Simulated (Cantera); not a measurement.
An adiabatic, constant-pressure homogeneous reactor starts with CH3OH : O2 : N2 : H2O = 1 : 1.25 : 4.7 : 0.25 (molar parts), equivalence ratio 1.2, at 1800 K and 10.0 bar.

Computed with Cantera and GRI-Mech 3.0 (53 species, 325 reactions). GRI-Mech 3.0 was tuned for natural gas; its chemistry of methanol as a main component is partial and can be far from experiment.

Problem. Predict: time of steepest temperature rise; temperature at 0.200 s; equilibrium temperature; x(O2) at 0.200 s; x(H2O) at 0.200 s; x(H2) at 0.200 s.

Solution. 
* **time of steepest temperature rise**: 2.67 µs
* **temperature at 0.200 s**: 2983 K
* **equilibrium temperature**: 2983 K
* **x(O2) at 0.200 s**: 0.00877 (gas-phase equilibrium 0.00877)
* **x(H2O) at 0.200 s**: 0.228 (gas-phase equilibrium 0.228)
* **x(H2) at 0.200 s**: 0.0327 (gas-phase equilibrium 0.0327)
